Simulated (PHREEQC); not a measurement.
0.1 g of hydrous ferric oxide (600 m²/g; 0.2 weak and 0.005 strong sites per Fe, Dzombak-Morel constants, diffuse double layer) in 1 kg of water with 0.05 mol/kgw of an inert sodium salt and 0.0045 mmol/kgw SrCl2 and 0.062 mmol/kgw H3BO3, at 25 °C; the pH is set by adding NaOH or the inert anion's acid. Oxygen is held at 0.21 atm. CO2 from the air is kept out. No solid was allowed to form.

The numbers come from PHREEQC with the ion-association model, wateq4f.dat.

Question: Predict Sr sorbed (%), surface charge σ (C/m²), surface potential ψ (mV) at pH = 4.67, 7.33, 12.

Answer: 
```
pH    Sr sorbed (%)  surface charge σ (C/m²)  surface potential ψ (mV)
----  -------------  -----------------------  ------------------------
4.67            0.0                    0.218                       145
7.33            1.0                    0.022                        40
12            100.0                   -0.269                      -150
```
